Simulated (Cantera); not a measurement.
Input: 1 mol SiC, 1.1 mol N₂O, 190 mol H₂, held at 9400 Pa.

Equilibrium computed with Cantera from the NASA thermochemical tables; the gas is ideal and each condensed phase is pure. Candidate condensed phases: C, C₆H₆, C₇H₈, C₈H₁₈, H₂O, Si, SiC, SiO₂, Si₂N₂O, Si₃N₄; 151 gas species. Kinetics and transport are ignored. All values below are at 1175 K.

Base state: H₂ 0.992, N₂ 0.00314, CO 0.00313, CH₄ 0.00177, H₂O 1.01e-5 (mole fractions); condensed: C(graphite) + Si₂N₂O(s).

Q: What changes in the equilibrium state with this change: SiC replaced by Si₃N₄?

A: 
```json
[
 {"species": "H₂", "before": "0.992", "after": "0.992"},
 {"species": "N₂", "before": "0.00314", "after": "0.00766"},
 {"species": "H₂O", "before": "1.01e-5", "after": "<1e-9"},
 {"species": "CO", "before": "0.00313", "after": "0"},
 {"species": "CH₄", "before": "0.00177", "after": "0"},
 {"species": "C(graphite), mol", "before": "0.0632", "after": "0"},
 {"species": "Si₂N₂O(s), mol", "before": "0.500", "after": "1.10"},
 {"species": "Si₃N₄(s), mol", "before": "0", "after": "0.267"}
]
```
Mutual solubility and eutectic melting of coexisting phases are not modelled.
